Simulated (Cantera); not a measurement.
Mixture: H₂ : O₂ : N₂ = 1 : 0.312 : 1.17 (molar parts), at 1.20 bar, adiabatic and at constant pressure. Ignition delay is the time to a rise of 400 K.

Cantera simulation using the H2/O2 subset of GRI-Mech 3.0, which has no nitrogen chemistry; the numbers are that mechanism's predictions, not measurements. Below about 950 K walls govern HO2 and H2O2 in real vessels.

### Question
What does this change do: constant volume in place of constant pressure?

### Answer
| quantity | before | after |
|---|---|---|
| delay at 850 K | 1.43 s | 1.30 s |
| delay at 900 K | 0.217 s | 0.201 s |
| delay at 950 K | 18.8 ms | 18.3 ms |
| delay at 1000 K | 0.447 ms | 0.439 ms |
| delay at 1050 K | 0.146 ms | 0.142 ms |
| delay at 1100 K | 84.6 µs | 81.6 µs |

### Question
What does this change do: pressure from 1.20 bar to 1.01 bar?

### Answer
| quantity | before | after |
|---|---|---|
| delay at 850 K | 1.43 s | 1.51 s |
| delay at 900 K | 0.217 s | 0.199 s |
| delay at 950 K | 18.8 ms | 9.08 ms |
| delay at 1000 K | 0.447 ms | 0.355 ms |
| delay at 1050 K | 0.146 ms | 0.156 ms |
| delay at 1100 K | 84.6 µs | 95.5 µs |

### Question
What does this change do: pressure from 1.20 bar to 22.0 bar?

### Answer
```
quantity           before     after
---------------  --------  --------
delay at 850 K     1.43 s   0.234 s
delay at 900 K    0.217 s   54.6 ms
delay at 950 K    18.8 ms   15.1 ms
delay at 1000 K  0.447 ms   4.74 ms
delay at 1050 K  0.146 ms   1.65 ms
delay at 1100 K   84.6 µs  0.621 ms
```
The hydrogen kinetics of GRI-Mech 3.0 are dated; newer H2 mechanisms differ, most at raised pressure. The pressure lies above the range GRI-Mech 3.0 was tuned for (to about 10 atm).
